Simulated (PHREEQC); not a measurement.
## Brine: an equilibrium model

Make-up at 65 °C: 1.5 mol/kgw K2CO3 and 1.05 mol/kgw KCl. Closed to the air; pH follows from the charge balance.

Computed with PHREEQC (Pitzer model, pitzer.dat).

No solid was allowed to form.

Q: Estimate the pH, ionic strength, osmotic coefficient.

A: pH 11.41; ionic strength 5.53 mol/kgw; osmotic coefficient 1.039.

Q: In which forms is C present?

A: CO3-2 99 %, HCO3- 1.3 % of the C.

In brines, pH and single-ion activities rest on the MacInnes convention. Constants without temperature data keep their 25 °C values here.
